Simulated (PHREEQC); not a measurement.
Leach liquor (model solution)

Make-up at 30 °C: 0.007 mol/kgw HCl and 0.008 mol/kgw Li2SO4. Closed to the air; pH follows from the charge balance.

The numbers come from PHREEQC with the ion-association model, phreeqc.dat.

Each row changes one thing in this solution. Precipitation was switched off in this run.

| case | pH | ionic strength (mol/kgw) | SO4-2 (mol/kgw) | HSO4- (mol/kgw) | LiSO4- (mol/kgw) |
|---|---|---|---|---|---|
| as made | 2.35 | 0.0269 | 0.00593 | 0.00185 | 0.000222 |
| HCl from 0.007 to 0.0105 mol/kgw | (withheld) | 0.0291 | 0.00530 | 0.00251 | 0.000195 |
| temperature from 30 to 60 °C | 2.43 | 0.0252 | 0.00509 | 0.00272 | 0.000188 |
| Li2SO4 from 0.008 to 0.012 mol/kgw | 2.40 | 0.0373 | 0.00916 | 0.00237 | 0.000472 |
| temperature from 30 to 20 °C | (withheld) | 0.0273 | 0.00615 | 0.00162 | 0.000232 |
| Li2SO4 from 0.008 to 0.0008 mol/kgw | 2.21 | 0.00886 | 0.000531 | 0.000267 | 2.52e-6 |
| temperature from 30 to 55 °C | (withheld) | 0.0255 | 0.00525 | 0.00256 | 0.000194 |

Q: Fill in the missing entries.

A: 
- HCl from 0.007 to 0.0105 mol/kgw, pH: 2.16
- temperature from 30 to 20 °C, pH: 2.33
- temperature from 30 to 55 °C, pH: 2.41

Away from 25 °C the constants follow the database's enthalpies or fits; those with neither stay at their 25 °C values.
